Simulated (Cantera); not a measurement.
Standard-state values (1 bar) from the NASA 1993 polynomials, evaluated with Cantera. Values are per mole of reaction as written; species without (g) are pure solids or liquids, kept so even where they would boil at 1 bar.

2 Si2C(g) ⇌ SiC2(g) + 3 Si(g), with ΔH° = 894.0 kJ and ΔS° = 256.2 J/K at 300 K.

Question: How far is the shortcut ΔG° ≈ ΔH°(300 K) − T·ΔS°(300 K) from the full temperature-dependent value at 548, 648, 748, 848, 948, 1048 K?

Answer: 
| T (K) | shortcut (kJ) | full (kJ) | difference (kJ) | difference in log10 K |
|---|---|---|---|---|
| 548 | 753.6 | 752.4 | 1.1 | -0.11 |
| 648 | 727.9 | 726.0 | 2.0 | -0.16 |
| 748 | 702.3 | 699.4 | 2.9 | -0.20 |
| 848 | 676.7 | 672.8 | 3.9 | -0.24 |
| 948 | 651.1 | 646.2 | 4.9 | -0.27 |
| 1048 | 625.5 | 619.4 | 6.0 | -0.30 |
The shortcut ignores the heat-capacity change of the reaction.
